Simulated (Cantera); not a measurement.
Feed: 1 mol SiCl₄, a varied amount of H₂, held at 1027 °C and 1.00 Torr.

Cantera equilibrium calculation (NASA polynomials, part measured and part estimated; ideal gas, pure solids and liquids). Candidate condensed phases: Si; 19 gas species. Equilibrium is a limit: real reactors are often held back by kinetics, nucleation or transport.

Problem. What share of the Si ends up in condensed phases as a function of n(H₂) (mol), at 72, 190, 300, 410, 530, 640, 750, 870, 980?

Solution. 
```json
[
 {"n(H₂) (mol)": "72", "Si condensed (%)": "60.4", "as": "Si(s)"},
 {"n(H₂) (mol)": "190", "Si condensed (%)": "81.2", "as": "Si(s)"},
 {"n(H₂) (mol)": "300", "Si condensed (%)": "87.4", "as": "Si(s)"},
 {"n(H₂) (mol)": "410", "Si condensed (%)": "90.5", "as": "Si(s)"},
 {"n(H₂) (mol)": "530", "Si condensed (%)": "92.5", "as": "Si(s)"},
 {"n(H₂) (mol)": "640", "Si condensed (%)": "93.7", "as": "Si(s)"},
 {"n(H₂) (mol)": "750", "Si condensed (%)": "94.6", "as": "Si(s)"},
 {"n(H₂) (mol)": "870", "Si condensed (%)": "95.3", "as": "Si(s)"},
 {"n(H₂) (mol)": "980", "Si condensed (%)": "95.8", "as": "Si(s)"}
]
```
